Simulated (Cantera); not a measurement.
## Ignition delay

Mixture: 13.0 % CH₄, 17.3 % O₂, 65.1 % N₂, 4.55 % CO₂, equivalence ratio 1.5, at 1000000 Pa, adiabatic and at constant pressure. Ignition delay is the time to a rise of 400 K.

Cantera simulation using GRI-Mech 3.0 (53 species, 325 reactions); the numbers are that mechanism's predictions, not measurements.

```
T0 (K)  delay (ms)
------  ----------
1300          1.94
1350          1.12
1400         0.665
1450         0.400
1500         0.244
1550         0.152
1600        0.0960
1650        0.0618
1700        0.0406
```

- apparent activation energy between 1600 and 1700 K = 190 kJ/mol
